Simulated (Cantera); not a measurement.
A perfectly stirred reactor is fed with CH4 : O2 : N2 = 0.016 : 0.022 : 1 (molar parts), equivalence ratio 1.5, at 9.77 atm; it is held at 1523 K, and followed from long to short residence time.

Detailed kinetics in Cantera: GRI-Mech 3.0 (53 species, 325 reactions). The temperature is held fixed by assumption; the heat of reaction is taken as removed at once.

x: mole fraction; the columns are a selection and need not sum to one.

```json
[
 {"τ (s)": "7.0", "x CH4": "0.00135", "x O2": "5.85e-5", "x C2H4": "1.21e-5", "x C2H2": "0.000432", "x OH": "7.99e-8", "x HO2": "1.08e-8"},
 {"τ (s)": "2.2", "x CH4": "0.00169", "x O2": "0.000159", "x C2H4": "2.11e-5", "x C2H2": "0.000458", "x OH": "1.09e-7", "x HO2": "3.11e-8"},
 {"τ (s)": "0.72", "x CH4": "0.00188", "x O2": "0.000358", "x C2H4": "3.82e-5", "x C2H2": "0.000437", "x OH": "1.60e-7", "x HO2": "8.01e-8"},
 {"τ (s)": "0.23", "x CH4": "0.00196", "x O2": "0.000714", "x C2H4": "6.82e-5", "x C2H2": "?", "x OH": "2.62e-7", "x HO2": "1.99e-7"},
 {"τ (s)": "0.075", "x CH4": "0.00203", "x O2": "0.00130", "x C2H4": "0.000114", "x C2H2": "?", "x OH": "4.56e-7", "x HO2": "4.63e-7"},
 {"τ (s)": "0.024", "x CH4": "0.00223", "x O2": "0.00231", "x C2H4": "0.000182", "x C2H2": "?", "x OH": "8.32e-7", "x HO2": "1.05e-6"},
 {"τ (s)": "0.0077", "x CH4": "0.00278", "x O2": "0.00413", "x C2H4": "0.000287", "x C2H2": "?", "x OH": "1.47e-6", "x HO2": "2.23e-6"}
]
```

**Question.** Complete the blanks.

**Answer.** 
- 0.23, x C2H2: 0.000399
- 0.075, x C2H2: 0.000357
- 0.024, x C2H2: 0.000310
- 0.0077, x C2H2: 0.000268
